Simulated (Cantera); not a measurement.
A Cantera script and what it prints.

```python
import numpy as np
import cantera as ct

gas_names = """
    F F2 H HF H2 H2F2 H3F3 H4F4 H5F5 H6F6 H7F7 N NF NF2 NF3 NH NH2 NH3 N2 N2H2 N2H4 Si SiF SiF2 SiF3
    SiF4 SiH SiHF3 SiH2 SiH2F2 SiH3 SiH3F SiH4 SiN Si2 Si2N Si3
""".split()
cond_names = """
    Si(cr) Si(L) Si3N4(a)
""".split()


# ... load() reads the species with a 1 bar reference pressure and builds the phases ...
atoms = {
    'SiF4': {'Si': 1, 'F': 4},
    'NH3': {'N': 1, 'H': 3},
}
top_T = {'Si3N4(a)': 2400}  # K; cautious upper limits of use, not melting points


# ... equilibrate(T, P, feed) seeds the gas with the atoms and calls Mixture.equilibrate('TP', solver="vcs", rtol=1e-11, max_steps=5000) ...
results = []
feed = {'SiF4': 1, 'NH3': 2.2}  # mol
T = 1475  # K
P = 100000  # Pa
mix = equilibrate(T, P, feed)
results.append((T, P, feed, dict(zip(mix.species_names, mix.species_moles))))
x = sorted(zip(gas.X, gas.species_names), reverse=True)
print(f"T = {T:g} K  P = {P:g} Pa  gas = {mix.phase_moles(0):.4g} mol")
print("   x: " + "  ".join(f"{s} {v:.3e}" for v, s in x if v > 1e-06))
print("   condensed (mol): " + ("  ".join(f"{mix.phase(i).name} {mix.phase_moles(i):.4g}"
      for i in range(1, mix.n_phases) if mix.phase_moles(i) > 1e-12) or "none"))
```

Result:

```
T = 1475 K  P = 100000 Pa  gas = 5.41 mol
   x: H2 6.030e-01  N2 2.033e-01  SiF4 1.762e-01  HF 8.766e-03  SiHF3 4.956e-03  SiF3 3.595e-03  SiH2F2 6.385e-05  SiF2 4.364e-05  NH3 1.412e-05  H 1.007e-05
   condensed (mol): none
```

Equilibrium computed with Cantera from the NASA thermochemical tables; the gas is ideal and each condensed phase is pure. The tables' values for SiF3, SiF2 are old estimates; treat these amounts as uncertain.
